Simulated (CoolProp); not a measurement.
Computed with CoolProp (reference Helmholtz-energy equation of state, Smukala 2000).

### Question
For ethylene, give the phase and the cp (kJ/(kg K)) at 323.3 K and 5.46 bar; 323.3 K and 44.3 bar; 323.3 K and 126 bar.

### Answer
- 323.3 K and 5.46 bar: gas; cp 1.66
- 323.3 K and 44.3 bar: gas; cp 2.24
- 323.3 K and 126 bar: supercritical; cp 4.04
